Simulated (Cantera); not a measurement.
Feed: 1 mol B, 4.8 mol H2, 0.11 mol O2, equilibrated at 0.520 bar.

Method: chemical equilibrium by Gibbs-energy minimisation in Cantera with the NASA 1993 tables (ideal gas, pure condensed phases). Candidate condensed phases: B, B2O3, B3O3H3, H2O; 23 gas species. The tables' values for BH2 are old estimates; treat these amounts as uncertain. Gases not in the tables: B2H6 and higher boranes. Rates play no part.

x: gas mole fraction; n: condensed amount in mol.

```json
[
 {"T (K)": "1773", "x H2": "0.962", "x HBO": "0.0311", "x H": "0.000387", "x BO": "0.000230", "x B2O2": "0.00402", "x BH2": "0.000103", "x HBO2": "0.000694", "n B(s)": "0.786"},
 {"T (K)": "1848", "x H2": "0.960", "x HBO": "0.0334", "x H": "0.000720", "x BO": "0.000423", "x B2O2": "0.00404", "x BH2": "0.000174", "x HBO2": "0.000516", "n B(s)": "0.784"},
 {"T (K)": "1923", "x H2": "0.959", "x HBO": "0.0346", "x H": "0.00128", "x BO": "0.000722", "x B2O2": "0.00383", "x BH2": "0.000283", "x HBO2": "0.000372", "n B(s)": "0.782"},
 {"T (K)": "1998", "x H2": "0.957", "x HBO": "0.0353", "x H": "0.00218", "x BO": "0.00117", "x B2O2": "0.00355", "x BH2": "0.000443", "x HBO2": "0.000267", "n B(s)": "0.780"},
 {"T (K)": "2073", "x H2": "0.955", "x HBO": "0.0356", "x H": "[?]", "x BO": "[?]", "x B2O2": "[?]", "x BH2": "0.000669", "x HBO2": "[?]", "n B(s)": "0.778"},
 {"T (K)": "2148", "x H2": "0.952", "x HBO": "0.0355", "x H": "[?]", "x BO": "[?]", "x B2O2": "[?]", "x BH2": "0.000981", "x HBO2": "[?]", "n B(s)": "0.776"},
 {"T (K)": "2223", "x H2": "0.948", "x HBO": "0.0350", "x H": "0.00865", "x BO": "0.00381", "x B2O2": "0.00261", "x BH2": "0.00140", "x HBO2": "0.000101", "n B(s)": "0.773"},
 {"T (K)": "2298", "x H2": "0.943", "x HBO": "0.0342", "x H": "0.0129", "x BO": "0.00525", "x B2O2": "0.00229", "x BH2": "0.00194", "x HBO2": "7.35e-5", "n B(s)": "0.770"}
]
```

Question: Some entries are withheld; supply them.

Answer: 
- 2148, x H: 0.00564
- 2148, x BO: 0.00267
- 2148, x B2O2: 0.00293
- 2148, x HBO2: 0.000140
- 2073, x H: 0.00356
- 2073, x BO: 0.00180
- 2073, x B2O2: 0.00325
- 2073, x HBO2: 0.000193
